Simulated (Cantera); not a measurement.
**Thermodynamics of silicon nitride deposition, feed trisilylamine + N2**

A closed system holds: 1 mol trisilylamine, 52 mol N2, equilibrated at 500 °C and 16.0 mbar.

Cantera equilibrium calculation (NASA polynomials, part measured and part estimated; ideal gas, pure solids and liquids). Candidate condensed phases: Si, Si3N4; 18 gas species. The feed counts by its element totals alone. Equilibrium is a limit: real reactors are often held back by kinetics, nucleation or transport.

The x(N2) is 0.918 and the x(H2) is 0.0818. The x(NH3) comes out as 1.42e-6. The n(Si3N4(s)) is 1.00 mol, the gas amount is 55.00 mol and the log10 activity of Si(s) (absent) is -9.79.
